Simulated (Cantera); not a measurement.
Cantera with NASA thermochemical tables; ideal gases at 1 bar, condensed phases pure. Values are per mole of reaction as written; species without (g) are pure solids or liquids, kept so even where they would boil at 1 bar.

2 O₃(g) + 3 V ⇌ 3 VO₂(g), with ΔH° = -981.5 kJ and ΔS° = 230.9 J/K at 300 K.

How far is the shortcut ΔG° ≈ ΔH°(300 K) − T·ΔS°(300 K) from the full temperature-dependent value at 1425, 1575, 1725, 1875, 2025, 2175, 2325, 2475, 2625, 2775 K?


| T (K) | shortcut (kJ) | full (kJ) | difference (kJ) | difference in log10 K | condensed phases |
|---|---|---|---|---|---|
| 1425 | -1310.5 | -1281.4 | -29.1 | 1.07 | V(s) |
| 1575 | -1345.1 | -1308.8 | -36.4 | 1.21 | V(s) |
| 1725 | -1379.8 | -1335.4 | -44.4 | 1.34 | V(s) |
| 1875 | -1414.4 | -1361.1 | -53.3 | 1.48 | V(s) |
| 2025 | -1449.0 | -1385.9 | -63.1 | 1.63 | V(s) |
| 2175 | -1483.7 | -1409.7 | -73.9 | 1.78 | V(s) |
| 2325 | -1518.3 | -1428.2 | -90.0 | 2.02 | V(l) |
| 2475 | -1552.9 | -1445.2 | -107.8 | 2.27 | V(l) |
| 2625 | -1587.5 | -1460.9 | -126.6 | 2.52 | V(l) |
| 2775 | -1622.2 | -1475.6 | -146.6 | 2.76 | V(l) |
The shortcut ignores heat capacities and the phase changes listed.
